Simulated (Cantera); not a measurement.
**Adiabatic ignition**

An adiabatic, constant-pressure homogeneous reactor starts with 5.17 % C3H8, 19.9 % O2, 74.9 % N2, equivalence ratio 1.3, at 1748 K and 1.00 bar.

Cantera simulation using GRI-Mech 3.0 (53 species, 325 reactions); the numbers are that mechanism's predictions, not measurements. GRI-Mech 3.0 was tuned for natural gas; its chemistry of propane as a main component is partial and can be far from experiment.

```csv
t (s),T (K),x C3H8,x O2,x HCN,x CO,x NO
3.00e-6,1707,0.0418,0.194,7.35e-10,0.000306,2.70e-10
7.08e-6,1712,0.0251,0.182,1.17e-8,0.00392,3.23e-9
1.67e-5,2290,8.34e-8,0.0784,8.42e-6,0.0828,3.41e-6
3.95e-5,2698,<1e-12,0.0129,3.87e-10,0.0942,0.000225
9.31e-5,2768,<1e-12,0.0117,8.49e-10,0.0937,0.000610
0.000220,2846,<1e-12,0.00997,2.52e-9,0.0930,0.00162
0.000519,2877,<1e-12,0.00884,5.70e-9,0.0929,0.00373
0.00122,2874,<1e-12,0.00824,8.62e-9,0.0932,0.00623
0.00289,2872,<1e-12,0.00804,9.69e-9,0.0933,0.00716
0.00682,2872,<1e-12,0.00803,9.73e-9,0.0933,0.00720
0.0161,2872,<1e-12,0.00803,9.73e-9,0.0933,0.00720
0.0380,2872,<1e-12,0.00803,9.73e-9,0.0933,0.00720
0.0897,2872,<1e-12,0.00803,9.73e-9,0.0933,0.00720
0.212,2872,<1e-12,0.00803,9.73e-9,0.0933,0.00720
0.500,2872,<1e-12,0.00803,9.73e-9,0.0933,0.00720
```
x: mole fraction; the columns are a selection and need not sum to one.

The time of steepest temperature rise is 17.3 µs and the temperature at 0.500 s is 2872 K. The equilibrium temperature is 2872 K, the x(C3H8) at 0.500 s comes out as <1e-12 (gas-phase equilibrium <1e-12) and the x(O2) at 0.500 s is 0.00803 (gas-phase equilibrium 0.00803). The x(HCN) at 0.500 s is 9.73e-9 (gas-phase equilibrium 9.73e-9).
